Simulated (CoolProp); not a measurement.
Model: reference Helmholtz-energy equation of state, Lemmon 2006, in CoolProp. It is a short technical equation, of lower accuracy than the large ones.

Q: For nitrous oxide, give the phase and the cp (kJ/(kg K)) at 195 K and 2.98 MPa; 331.7 K and 0.0608 MPa.

A: 
- 195 K and 2.98 MPa: liquid; cp 1.72
- 331.7 K and 0.0608 MPa: gas; cp 0.912
